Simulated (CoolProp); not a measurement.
The fluid at 293.15 K and 0.543 MPa flows at 15 m/s in a round tube of 2 mm bore and 45 µm roughness, fully developed (64/Re and Nu = 3.66 if laminar; Colebrook and Gnielinski if turbulent). The same conditions are run with several fluids, on thermodynamics alone (safety and materials aside).

Model: reference Helmholtz-energy equation of state of each fluid (propane: Lemmon 2009; carbon dioxide: Span 1996; propylene: Lemmon 2013; ethane: Bücker 2006; R407C: Lemmon 2003), in CoolProp. Blends and air are pseudo-pure fits.

**Question.** Rank propane, carbon dioxide, propylene, ethane, R407C by Reynolds number, highest first.

**Answer.** R407C (52800), propane (40800), propylene (36500), ethane (22600), carbon dioxide (20600)

```json
[
 {"fluid": "propane", "Darcy friction factor": "0.0518", "pressure drop (Pa/m)": "31800", "heat-transfer coefficient (W/(m² K))": "2160", "mass flow (kg/h)": "1.85"},
 {"fluid": "carbon dioxide", "Darcy friction factor": "0.0526", "pressure drop (Pa/m)": "29900", "heat-transfer coefficient (W/(m² K))": "986", "mass flow (kg/h)": "1.71"},
 {"fluid": "propylene", "Darcy friction factor": "0.0519", "pressure drop (Pa/m)": "30000", "heat-transfer coefficient (W/(m² K))": "1840", "mass flow (kg/h)": "1.74"},
 {"fluid": "ethane", "Darcy friction factor": "0.0525", "pressure drop (Pa/m)": "20700", "heat-transfer coefficient (W/(m² K))": "1380", "mass flow (kg/h)": "1.19"},
 {"fluid": "R407C", "Darcy friction factor": "0.0516", "pressure drop (Pa/m)": "61800", "heat-transfer coefficient (W/(m² K))": "2120", "mass flow (kg/h)": "3.61"}
]
```

Transport values come from each fluid's own correlations; those of propylene are estimates that may be off by 10 % or more.
